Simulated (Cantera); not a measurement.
A closed system holds: 1 mol SiH₂Cl₂, 0.14 mol C₃H₈, 3.6 mol H₂, equilibrated at 2125 K and 1.50 mbar.

Method: chemical equilibrium by Gibbs-energy minimisation in Cantera with the NASA 1993 tables (ideal gas, pure condensed phases). Candidate condensed phases: C, C₆H₆, C₇H₈, C₈H₁₈, Si, SiC; 109 gas species. The tables' values for SiCl, SiCl₃ are old estimates; treat these amounts as uncertain. Gases not in the tables: Si₂H₆ and higher silanes. Rates play no part.

Base state: H₂ 0.629, HCl 0.193, H 0.0744, SiCl₂ 0.0400, Si 0.0375, Cl 0.0167, SiCl 0.00596, Si₂C 0.00168 (mole fractions); condensed: SiC(s).

Question: What changes in the equilibrium state with this change: SiH₂Cl₂ replaced by CH₃SiH₃?

Answer: 
| species | before | after |
|---|---|---|
| H₂ | 0.629 | 0.898 |
| H | 0.0744 | 0.0889 |
| Si | 0.0375 | 0.00980 |
| HCl | 0.193 | 0 |
| SiCl₂ | 0.0400 | 0 |
| Cl | 0.0167 | 0 |
| SiCl | 0.00596 | 0 |
| SiCl₃ | 5.73e-5 | 0 |
| Si₃ | 1.09e-5 | 1.95e-7 |
| SiC(s), mol | 0.405 | 0.912 |
| C(graphite), mol | 0 | 0.471 |
The feed counts by its element totals alone.
